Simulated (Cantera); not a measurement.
Charge: 1 mol SiH4, 0.92 mol Cl2, 3.6 mol H2, at 902 °C and 24.0 Torr.

Method: chemical equilibrium by Gibbs-energy minimisation in Cantera with the NASA 1993 tables (ideal gas, pure condensed phases). Candidate condensed phases: Si; 19 gas species. The tables' values for SiCl3 are old estimates; treat these amounts as uncertain. The numbers say what is thermodynamically allowed, not how fast it happens.

Base state: H2 0.860, HCl 0.0723, SiCl4 0.0360, SiCl2 0.0139, SiHCl3 0.0101, SiCl3 0.00714, SiH2Cl2 0.000363 (mole fractions); condensed: Si(s).

Task: What changes in the equilibrium state with this change: H2 from 3.6 to 54 mol?

Result: 
```
species       before     after
----------  --------  --------
H2             0.860     0.972
HCl           0.0723    0.0255
SiCl2         0.0139   0.00153
SiCl4         0.0360  0.000437
SiHCl3        0.0101  0.000392
SiCl3        0.00714  0.000261
SiH2Cl2     0.000363   4.52e-5
Si(s), mol     0.581     0.849
```

Task: What changes in the equilibrium state with this change: Cl2 from 0.92 to 0.76 mol?

Result: 
```csv
species,before,after
H2,0.860,0.877
HCl,0.0723,0.0685
SiCl4,0.0360,0.0280
SiHCl3,0.0101,0.00843
SiCl2,0.0139,0.0122
SiCl3,0.00714,0.00591
SiH2Cl2,0.000363,0.000326
"Si(s), mol",0.581,0.664
```
